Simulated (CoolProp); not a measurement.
Saturated liquid density (kg/m³) of isobutene: the reference equation beside estimates from Tc = 144.9 °C, pc = 40.16 bar, ω = 0.193. Rackett uses Z = 0.29056 − 0.08775 ω.

Values from CoolProp's reference Helmholtz-energy equation of state, Lemmon 2005. It is a short technical equation, of lower accuracy than the large ones.

| T (°C) | reference | Rackett | van der Waals | Redlich-Kwong | Soave-Redlich-Kwong | Peng-Robinson |
|---|---|---|---|---|---|---|
| 42.95 | 565.1 | 563.0 | 350.8 | 502.2 | 518.8 | 588.3 |
| 49.75 | 555.8 | 553.6 | 344.8 | 491.4 | 508.2 | ___ |
| 56.65 | 545.9 | ___ | 338.5 | 480.0 | 497.0 | 563.9 |
| 63.45 | 535.9 | 533.6 | 332.0 | 468.3 | 485.3 | 550.8 |
| 70.25 | 525.3 | ___ | ___ | 456.0 | 473.0 | 536.8 |
| 77.15 | 514.2 | 511.8 | 317.9 | 443.0 | 459.8 | 521.8 |
| 83.95 | 502.5 | 500.2 | 310.4 | 429.4 | 446.0 | 506.0 |
| 90.75 | 490.2 | 488.0 | 302.4 | 415.1 | 431.3 | ___ |
| 97.55 | 476.9 | ___ | 293.9 | 399.8 | 415.5 | 470.7 |
| 104.45 | 462.4 | ___ | 284.6 | 383.2 | 398.1 | 450.6 |
| 111.25 | 446.6 | 445.2 | ___ | 365.4 | 379.4 | 428.8 |
| 118.05 | 429.0 | 428.0 | 263.6 | 345.9 | 358.7 | 404.5 |
| 124.95 | 408.3 | 407.9 | 250.8 | 323.7 | 334.9 | 376.4 |

Task: Complete the blanks.

Result: 
- 49.75, Peng-Robinson: 576.5
- 56.65, Rackett: 543.7
- 70.25, Rackett: 523.0
- 70.25, van der Waals: 325.2
- 90.75, Peng-Robinson: 489.0
- 97.55, Rackett: 474.9
- 104.45, Rackett: 460.6
- 111.25, van der Waals: 274.6

Absolute difference from the reference over all 13 rows, mean and median: Rackett 0.4 and 0.4 %, van der Waals 38.2 and 38.2 %, Redlich-Kwong 15.1 and 14.5 %, Soave-Redlich-Kwong 11.9 and 11.2 %, Peng-Robinson 3.1 and 2.8 %.
